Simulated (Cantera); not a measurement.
Charge: 1 mol SiH2Cl2, 0.016 mol Cl2, 160 mol H2, equilibrated at 0.420 bar.

These are equilibrium values from Cantera (NASA tables, ideal gas, pure condensed phases), not measurements of a reactor. Candidate condensed phases: Si; 19 gas species. Gases not in the tables: Si2H6 and higher silanes. The numbers say what is thermodynamically allowed, not how fast it happens.

**Question.** Which condensed phases are stable at each of these points (T (K)): 925, 1000, 1075, 1150, 1225, 1300, 1375, 1450, 1525, 1600, 1675, 1750?

**Answer.** 
| T (K) | condensed phases | Si condensed (%) |
|---|---|---|
| 925 | Si(s) | 50.2 |
| 1000 | Si(s) | 60.0 |
| 1075 | Si(s) | 72.3 |
| 1150 | Si(s) | 83.4 |
| 1225 | Si(s) | 89.7 |
| 1300 | Si(s) | 92.0 |
| 1375 | Si(s) | 92.6 |
| 1450 | Si(s) | 92.6 |
| 1525 | Si(s) | 92.4 |
| 1600 | Si(s) | 92.1 |
| 1675 | Si(s) | 91.7 |
| 1750 | Si(l) | 92.1 |

From 925 K to 1675 K the condensed part is Si(s). At 1750 K the condensed part is Si(l).
